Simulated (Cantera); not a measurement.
A closed system holds: 1 mol Si₃N₄, 0.95 mol O₂, 48 mol N₂, at 0.000240 bar.

Cantera equilibrium calculation (NASA polynomials, part measured and part estimated; ideal gas, pure solids and liquids). Candidate condensed phases: Si, SiO₂, Si₂N₂O, Si₃N₄; 16 gas species. Mutual solubility and eutectic melting of coexisting phases are not modelled. The tables' values for SiN are old estimates; treat these amounts as uncertain. The tables hold silica as quartz up to 1696 K and as liquid above; real silica turns to tridymite and cristobalite and melts near 1996 K. Kinetics and transport are ignored.

x: gas mole fraction; n: condensed amount in mol.

| T (K) | x N₂ | x SiO | x Si | x Si₂N | x SiN | n SiO₂(α-quartz) | n Si₂N₂O(s) | n SiO₂(β-quartz) | n Si₃N₄(s) | n Si(l) |
|---|---|---|---|---|---|---|---|---|---|---|
| 825 | 1.00 | <1e-12 | <1e-12 | <1e-12 | <1e-12 | 0.267 | 1.37 | 0 | 0 | 0 |
| 975 | 1.00 | 4.71e-11 | <1e-12 | <1e-12 | <1e-12 | 0 | 1.37 | 0.267 | 0 | 0 |
| 1125 | 1.00 | ___ | <1e-12 | <1e-12 | <1e-12 | 0 | 1.37 | 0.267 | 0 | 0 |
| 1275 | 1.000 | ___ | ___ | <1e-12 | <1e-12 | 0 | 1.36 | 0.265 | 0 | 0 |
| 1425 | 0.984 | 0.0161 | 9.32e-9 | <1e-12 | 2.58e-10 | 0 | 1.10 | 0 | 0 | 0 |
| 1575 | 0.981 | 0.0191 | 0.000210 | 4.36e-6 | 3.05e-6 | 0 | 0.946 | 0 | 0.0478 | 0 |
| 1725 | 0.959 | 0.0365 | 0.00423 | 6.28e-5 | 3.58e-5 | 0 | 0 | 0 | 0 | 0.868 |

Question: Complete the blanks.

Answer: 
- 1125, x SiO: 2.05e-7
- 1275, x SiO: 0.000120
- 1275, x Si: 4.00e-12
